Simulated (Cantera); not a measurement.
## Roasting and sulfation: Fe2O3 + SO2 + CO2

Feed: 1 mol Fe2O3, 0.49 mol SO2, 0.32 mol CO2, held at 1 atm.

These are equilibrium values from Cantera (NASA tables, ideal gas, pure condensed phases), not measurements of a reactor. Candidate condensed phases: C, Fe, Fe(CO)5, FeO, FeS, FeSO4, FeS2, Fe2O3, Fe2(SO4)3, Fe3O4, S; 25 gas species. Mutual solubility and eutectic melting of coexisting phases are not modelled. Kinetics and transport are ignored.

From 1275 K to 1650 K the condensed part is Fe2O3(s) + Fe3O4(s). From 1725 K to 1800 K the condensed part is Fe3O4(s).

| T (K) | x SO2 | x CO2 | x O2 | x SO3 | x CO | x O | x SO | x FeO | n Fe2O3(s) | n Fe3O4(s) |
|---|---|---|---|---|---|---|---|---|---|---|
| 1275 | 0.605 | 0.395 | 6.97e-6 | 0.000234 | 1.37e-5 | 2.93e-10 | 1.11e-6 | <1e-12 | 0.999 | 0.000377 |
| 1350 | 0.604 | 0.395 | 8.13e-5 | 0.000482 | 1.75e-5 | 3.78e-9 | 1.59e-6 | <1e-12 | 0.998 | 0.00101 |
| 1425 | 0.604 | 0.395 | 0.000730 | 0.000919 | 2.17e-5 | 3.72e-8 | 2.18e-6 | 3.09e-12 | 0.994 | 0.00382 |
| 1500 | 0.600 | 0.393 | 0.00524 | 0.00163 | 2.64e-5 | 2.92e-7 | 2.89e-6 | 2.72e-11 | 0.970 | 0.0197 |
| 1575 | 0.583 | 0.383 | 0.0311 | 0.00269 | 3.08e-5 | 1.87e-6 | 3.66e-6 | 1.93e-10 | 0.838 | 0.108 |
| 1650 | 0.507 | 0.333 | 0.156 | 0.00376 | 3.16e-5 | 1.02e-5 | 4.04e-6 | 1.14e-9 | 0.0909 | 0.606 |
| 1725 | 0.500 | 0.328 | 0.169 | 0.00286 | 7.24e-5 | 2.37e-5 | 9.94e-6 | 7.23e-9 | 0 | 0.667 |
| 1800 | 0.500 | 0.328 | 0.170 | 0.00218 | 0.000163 | 4.98e-5 | 2.39e-5 | 3.96e-8 | 0 | 0.667 |
x: gas mole fraction; n: condensed amount in mol.
